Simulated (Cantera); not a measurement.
Input: 1 mol Cu2O, 8.5 mol CO, 0.54 mol C, equilibrated at 1950 K.

Equilibrium computed with Cantera from the NASA thermochemical tables; the gas is ideal and each condensed phase is pure. Candidate condensed phases: C, Cu, CuO, Cu2O; 15 gas species. The numbers say what is thermodynamically allowed, not how fast it happens.

### Question
Which condensed phases are stable at each of these points (P (Pa)): 10, 42, 180, 750, 3200, 13000, 56000, 240000, 1000000?

### Answer
| P (Pa) | condensed phases | Cu condensed (%) |
|---|---|---|
| 10 | gas only | 0.0 |
| 42 | gas only | 0.0 |
| 180 | gas only | 0.0 |
| 750 | gas only | 0.0 |
| 3200 | Cu(l) | 58.5 |
| 13000 | Cu(l) | 90.4 |
| 56000 | Cu(l) | 97.8 |
| 240000 | Cu(l) | 99.5 |
| 1000000 | Cu(l) | 99.9 |

From 0.0750 Torr to 5.63 Torr nothing is condensed. From 24.0 Torr to 7500 Torr the condensed part is Cu(l).
